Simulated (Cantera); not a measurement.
What does this Cantera script print?

```python
import numpy as np
import cantera as ct

gas = ct.Solution("gri30.yaml")
gas.TPX = 400, 140000, {'CH4': 1, 'C2H6': 0.097, 'O2': 3.16, 'N2': 8.85}
flame = ct.FreeFlame(gas, width=0.032)
flame.set_refine_criteria(ratio=3, slope=0.08, curve=0.16)
flame.transport_model = "mixture-averaged"
flame.solve(loglevel=0, auto=True)
z, T = flame.grid, flame.T
thick = (T[-1] - T[0]) / np.gradient(T, z).max()
show = ['CH4', 'C2H6', 'O2', 'H2O', 'CH2', 'NO']
print(f"laminar burning velocity  {flame.velocity[0] * 100:.3f} cm/s")
print(f"burnt temperature         {T[-1]:.1f} K")
print(f"thermal thickness         {thick * 1e3:.4f} mm")
print(f"grid points               {len(z)}")
z0 = z[flame.heat_release_rate.argmax()]
print(f"{'z/mm':>9s}{'T/K':>9s}{'u/(m/s)':>9s}" + "".join(f"{s:>11s}" for s in show))
rows = []
for k in (-3, -2, -1.5, -1, -0.5, -0.25, 0, 0.25, 0.5, 1, 2, 4, 8):
    zz = z0 + k * thick
    rows.append([k * thick, np.interp(zz, z, T), np.interp(zz, z, flame.velocity),
                 *(np.interp(zz, z, flame.X[gas.species_index(s)]) for s in show)])
    print(f"{rows[-1][0] * 1e3:9.3f}{rows[-1][1]:9.1f}{rows[-1][2]:9.3f}" + "".join(f"{x:11.3e}" for x in rows[-1][3:]))
```

Result:

```
laminar burning velocity  66.260 cm/s
burnt temperature         2244.5 K
thermal thickness         0.2540 mm
grid points               151
     z/mm      T/K  u/(m/s)        CH4       C2H6         O2        H2O        CH2         NO
   -0.762    400.1    0.663  7.625e-02  7.398e-03  2.410e-01  2.232e-05  5.630e-21  3.770e-11
   -0.508    402.0    0.667  7.607e-02  7.390e-03  2.407e-01  3.174e-04  2.901e-17  7.089e-10
   -0.381    408.8    0.679  7.559e-02  7.374e-03  2.400e-01  1.330e-03  1.222e-15  3.505e-09
   -0.254    464.4    0.774  7.253e-02  7.239e-03  2.356e-01  8.672e-03  2.067e-12  3.794e-08
   -0.127    864.5    1.461  5.263e-02  5.386e-03  2.019e-01  5.276e-02  7.647e-08  7.740e-07
   -0.064   1291.2    2.203  3.011e-02  2.465e-03  1.602e-01  9.577e-02  3.987e-06  2.056e-06
    0.000   1693.6    2.908  7.703e-03  1.720e-04  1.125e-01  1.363e-01  3.157e-05  4.098e-06
    0.064   1866.1    3.200  5.979e-04  5.806e-07  8.523e-02  1.529e-01  8.689e-06  6.711e-06
    0.127   1928.2    3.291  2.523e-05  6.584e-10  7.575e-02  1.560e-01  4.947e-07  9.018e-06
    0.254   2005.2    3.400  8.213e-08  1.683e-14  6.984e-02  1.576e-01  2.107e-09  1.294e-05
    0.508   2093.9    3.529  3.683e-12  3.042e-21  6.623e-02  1.614e-01  1.575e-13  1.989e-05
    1.016   2172.3    3.644  1.167e-17  3.929e-29  6.405e-02  1.661e-01  8.673e-17  3.159e-05
    2.032   2221.2    3.714  6.126e-19  8.672e-32  6.287e-02  1.692e-01  1.752e-18  4.866e-05
```

Model: GRI-Mech 3.0 (53 species, 325 reactions), integrated in Cantera. Burning velocities carry a grid error of a few per cent, more on coarse grids.
